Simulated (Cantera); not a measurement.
What does this Cantera script print?

```python
import numpy as np
import cantera as ct

gas_names = [...]  # 116 gases of nasa_gas.yaml made of C, H, Mg, O
cond_names = """
    C(gr) C6H6(L) C7H8(L) C8H18(L),n-octa H2O(s) H2O(L) Mg(cr) Mg(L) MgCO3(s) MgO(s) MgO(L) MgO2H2(s)
""".split()


# ... load() reads the species with a 1 bar reference pressure and builds the phases ...
atoms = {
    'MgO': {'Mg': 1, 'O': 1},
    'CH4': {'C': 1, 'H': 4},
    'CO': {'C': 1, 'O': 1},
}
top_T = {'C(gr)': 4500}  # K; cautious upper limits of use, not melting points


# ... equilibrate(T, P, feed) seeds the gas with the atoms and calls Mixture.equilibrate('TP', solver="vcs", rtol=1e-11, max_steps=5000) ...
results = []
feed = {'MgO': 1, 'CH4': 0.71, 'CO': 2.3}  # mol
T = 2525  # K
P = 260  # Pa
mix = equilibrate(T, P, feed)
results.append((T, P, feed, dict(zip(mix.species_names, mix.species_moles))))
x = sorted(zip(gas.X, gas.species_names), reverse=True)
print(f"T = {T:g} K  P = {P:g} Pa  gas = {mix.phase_moles(0):.4g} mol")
print("   x: " + "  ".join(f"{s} {v:.3e}" for v, s in x if v > 1e-06))
print("   condensed (mol): " + ("  ".join(f"{mix.phase(i).name} {mix.phase_moles(i):.4g}"
      for i in range(1, mix.n_phases) if mix.phase_moles(i) > 1e-12) or "none"))
```

Output:

```
T = 2525 K  P = 260 Pa  gas = 6.066 mol
   x: CO 4.833e-01  H 1.880e-01  Mg 1.643e-01  H2 1.170e-01  H2O 1.961e-02  CO2 1.292e-02  O 7.077e-03  OH 6.721e-03  O2 4.858e-04  MgO 3.551e-04  MgOH 1.467e-04  MgH 5.754e-05
   condensed (mol): none
```

Equilibrium computed with Cantera from the NASA thermochemical tables; the gas is ideal and each condensed phase is pure. The tables' values for MgH are old estimates; treat these amounts as uncertain.
